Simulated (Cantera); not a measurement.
Equilibrium for nitride etching: Si3N4 + F2

Charge: 1 mol Si3N4, a varied amount of F2, at 1248 K and 0.0210 bar.

These are equilibrium values from Cantera (NASA tables, ideal gas, pure condensed phases), not measurements of a reactor. Candidate condensed phases: Si, Si3N4; 16 gas species. The tables' values for SiF3, SiF2 are old estimates; treat these amounts as uncertain. Rates play no part.

```tsv
n(F2) (mol)	log p F	log p SiF4	log p N2	log p F2	log p SiF3	log p SiF2	log p NF3	log p NF2	n Si3N4(s)
2.4	<-13	-1.90	-2.08	<-13	-4.15	-6.42	<-13	<-13	0.599
2.8	<-13	-1.90	-2.08	<-13	-4.15	-6.42	<-13	<-13	0.533
3.2	<-13	-1.90	-2.08	<-13	-4.15	-6.42	<-13	<-13	0.466
3.7	<-13	-1.90	-2.08	<-13	-4.15	-6.42	<-13	<-13	0.382
4.3	<-13	-1.90	-2.08	<-13	-4.15	-6.42	<-13	<-13	0.282
5	<-13	-1.90	-2.08	<-13	-4.15	-6.42	<-13	<-13	0.165
5.7	<-13	-1.90	-2.08	<-13	-4.15	-6.42	<-13	<-13	0.0487
6.7	-2.34	-2.01	-2.18	-4.39	<-13	<-13	-9.40	-9.51	0
7.7	-2.08	-2.12	-2.30	-3.86	<-13	<-13	-8.66	-9.04	0
8.9	-1.96	-2.23	-2.41	-3.62	<-13	<-13	-8.36	-8.85	0
10	-1.90	-2.31	-2.48	-3.51	<-13	<-13	-8.22	-8.78	0
12	-1.84	-2.42	-2.60	-3.39	<-13	<-13	-8.10	-8.72	0
14	-1.81	-2.51	-2.69	-3.32	<-13	<-13	-8.05	-8.70	0
```
log p: log10 of the partial pressure in bar; n: condensed amount in mol.

From 2.4 mol F2 to 5.7 mol F2 the condensed part is Si3N4(s). From 6.7 mol F2 to 14 mol F2 nothing is condensed. The main Si-bearing gas is SiF4 throughout.
